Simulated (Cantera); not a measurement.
Input: 1 mol SiCl4, 29 mol N2, 0.6 mol H2, at 6.70 mbar.

Equilibrium computed with Cantera from the NASA thermochemical tables; the gas is ideal and each condensed phase is pure. Candidate condensed phases: NH4Cl, Si, Si3N4; 28 gas species. N2 is the only nitrogen source here; it is nearly inert below about 1500 K, so the nitride shown seldom forms there in practice. Kinetics and transport are ignored.

### Question
What share of the Si ends up in condensed phases as a function of T (K), at 773, 973, 1173, 1373, 1573, 1773, 1973, 2173?

### Answer
```
T (K)  Si condensed (%)        as
-----  ----------------  --------
773                25.2  Si3N4(s)
973                26.8  Si3N4(s)
1173               26.5  Si3N4(s)
1373                1.6  Si3N4(s)
1573                0.0         -
1773                0.0         -
1973                0.0         -
2173                0.0         -
```
